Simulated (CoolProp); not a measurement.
Vapour-liquid equilibrium of n-hexane (1) + benzene (2) at 6.56 bar; x and y are mole fractions of (1).

Computed with CoolProp (multi-fluid Helmholtz-energy mixture model, Thol 2019 and Thol 2012; pair parameters Bell 2016).

```tsv
x	bubble temperature (°C)	y at the bubble point	dew temperature at overall composition x (°C)	liquid density (mol/L)
0.05	154.0	0.080	154.7	9.036
0.15	150.9	0.213	152.3	8.647
0.25	148.6	0.323	150.1	8.278
0.35	146.9	0.419	148.1	7.931
0.45	145.5	0.507	146.3	7.606
0.55	144.5	0.591	145.0	7.301
0.65	143.8	0.676	144.0	7.016
0.75	143.3	0.763	143.3	6.749
0.85	143.0	0.853	143.0	6.498
0.95	143.0	0.949	143.0	6.262
```

y crosses x between x = 0.85 and 0.95: the model has an azeotrope there.

Pair parameters are fitted to limited data, so mixtures are less certain than the pure fluids.
